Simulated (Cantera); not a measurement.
A Cantera script and what it prints.

```python
import numpy as np
import cantera as ct

gas_names = """
    H HNO HNO2 HNO3 HO2 H2 H2O H2O2 N NH NH2 NH3 NH2OH NO NO2 NO3 N2 N2H2 N2H4 N2O O OH O2 O3
""".split()
cond_names = """
    H2O(s) H2O(L)
""".split()


# ... load() reads the species with a 1 bar reference pressure and builds the phases ...
atoms = {
    'NH3': {'N': 1, 'H': 3},
    'O2': {'O': 2},
}
top_T = {}  # K; cautious upper limits of use, not melting points


# ... equilibrate(T, P, feed) seeds the gas with the atoms and calls Mixture.equilibrate('TP', solver="vcs", rtol=1e-11, max_steps=5000) ...
results = []
feed = {'NH3': 1, 'O2': 3.4}  # mol
T = 850  # K
P = 260  # Pa
mix = equilibrate(T, P, feed)
results.append((T, P, feed, dict(zip(mix.species_names, mix.species_moles))))
print(gas.report(threshold=0.0001))
for i in range(1, mix.n_phases):
    print(f"{mix.phase(i).name:16s} {mix.phase_moles(i):12.5e} mol")
```

Result:

```
       temperature   850 K
          pressure   260 Pa
           density   0.00099548 kg/m^3
  mean mol. weight   27.059 kg/kmol
   phase of matter   gas

                          1 kg             1 kmol
                     ---------------   ---------------
          enthalpy       -2.2096e+06        -5.979e+07  J
   internal energy       -2.4708e+06       -6.6858e+07  J
           entropy             10708        2.8974e+05  J/K
    Gibbs function       -1.1311e+07       -3.0607e+08  J
 heat capacity c_p              1313             35529  J/K
 heat capacity c_v            1005.7             27214  J/K

                      mass frac. Y      mole frac. X     chem. pot. / RT
                     ---------------   ---------------   ---------------
               H2O           0.21476           0.32258           -65.682
                N2           0.11132           0.10753           -32.643
                O2           0.67391           0.56989           -32.656
     [  +21 minor]        3.1296e-06        2.8157e-06
```

Cantera equilibrium calculation (NASA polynomials, part measured and part estimated; ideal gas, pure solids and liquids).
